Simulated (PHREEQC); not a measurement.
## Acid mine or pickling water

Synthetic water in mmol/kgw, 94 °C, pH 4.12, pe 8.1: Na 5.79; K 0.588; Ca 19.9; Mg 0.57; Cl 7.4; S(6) 19.9; N(5) 0.0397; Pb 0.209; Si 0.069; F 0.154.

Cl is adjusted to close the charge balance.
Valence states are taken as typed.

Equilibrium calculation in PHREEQC: ion-association model, wateq4f.dat.

Precipitation was switched off in this run.

### Question
Estimate the ionic strength.

### Answer
ionic strength 0.0554 mol/kgw.

### Question
In which forms is F present?

### Answer
F- 66 %, HF 23 %, CaF+ 10 %, MgF+ 1.0 % of the F.

Saturation is exceeded, for instance for Anglesite, Gypsum; the values hold only as long as no solid forms. Constants without temperature data keep their 25 °C values here. SiF6-2 is the database's only silicon fluoride.
